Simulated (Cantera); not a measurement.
Gas mixture: H2O : CO2 : C2H6 : C2H2 = 0.27 : 0.85 : 0.61 : 0.6 (molar parts), at 1.00 atm, frozen composition.

Cantera's kinetic-theory transport with the Lennard-Jones parameters of GRI-Mech 3.0, ideal gas; thermal conductivity in the multicomponent form. Polar gases are described roughly by these parameters. The composition is frozen, though it would react at the higher temperatures.

D: mixture-averaged diffusion coefficient of that species in the mixture.

| T (K) | ρ (kg/m³) | cp (J/kg/K) | μ (µPa s) | λ (mW/m/K) | Pr | D (cm²/s) H | D (cm²/s) CO2 | D (cm²/s) OH |
|---|---|---|---|---|---|---|---|---|
| 400 | 0.997 | 1498 | 15.7 | 32.1 | 0.734 | 1.62 | 0.210 | 0.422 |
| 500 | 0.797 | 1675 | 19.1 | 43.5 | 0.737 | 2.42 | 0.318 | 0.625 |
| 600 | 0.665 | 1829 | ? | ? | 0.739 | ? | ? | ? |
| 700 | 0.570 | 1961 | 25.2 | 66.7 | 0.741 | 4.39 | 0.587 | 1.12 |
| 800 | 0.498 | 2074 | 28.0 | 78.1 | 0.742 | 5.53 | 0.744 | 1.40 |
| 900 | 0.443 | 2173 | 30.6 | ? | 0.743 | ? | ? | ? |
| 1000 | 0.399 | 2268 | 33.0 | 101 | 0.743 | 8.11 | 1.10 | 2.05 |
| 1100 | 0.362 | 2347 | 35.4 | 112 | 0.744 | 9.53 | 1.30 | 2.40 |
| 1200 | 0.332 | 2417 | 37.7 | 123 | 0.744 | 11.0 | 1.50 | 2.78 |

Task: Fill in the missing entries.

Result: 
- 600, μ (µPa s): 22.3
- 600, λ (mW/m/K): 55.1
- 600, D (cm²/s) H: 3.35
- 600, D (cm²/s) CO2: 0.445
- 600, D (cm²/s) OH: 0.858
- 900, λ (mW/m/K): 89.4
- 900, D (cm²/s) H: 6.77
- 900, D (cm²/s) CO2: 0.915
- 900, D (cm²/s) OH: 1.71
